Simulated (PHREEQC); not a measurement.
A PHREEQC input (ion-association model, wateq4f.dat):

```
SOLUTION 1
  temp 25
  units mg/kgw
  pH 6.55
  pe 9
  Na 0.0155
  K 0.0035
  Ca 0.0204
  Mg 0.00615
  Cl 0.0403
  S(6) 0.0338 as SO4
  Alkalinity 0.0236 as HCO3
  Cu(2) 0.000262
  Ni 3.01e-05
END
USE solution 2
EQUILIBRIUM_PHASES 1
  Quartz 0 0.5
  CO2(g) -3.4 10
END
```

It stops with these messages:

```
ERROR: Solution 2 not found.
```

The fault: USE names a solution that was never defined. The line should read `USE solution 1` where the input has `USE solution 2`. With the mend the run ends at pH 5.64 and ionic strength 5.66e-6 mol/kgw.
